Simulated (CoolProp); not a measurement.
Model: reference Helmholtz-energy equation of state, Lemmon 2006, in CoolProp. It is a short technical equation, of lower accuracy than the large ones.

Task: For C2F6 (R116), give the phase and the Z, Prandtl number at 298.5 K and 164 bar; 333.7 K and 164 bar.

Result: 
- 298.5 K and 164 bar: supercritical; Z 0.727, Prandtl number 3.03
- 333.7 K and 164 bar: supercritical; Z 0.746, Prandtl number 2.53

Viscosity comes from a separate model (Huber 2003), an estimate that may be off by 10 % or more. Thermal conductivity comes from a separate model (Huber 2003), an estimate that may be off by 10 % or more.
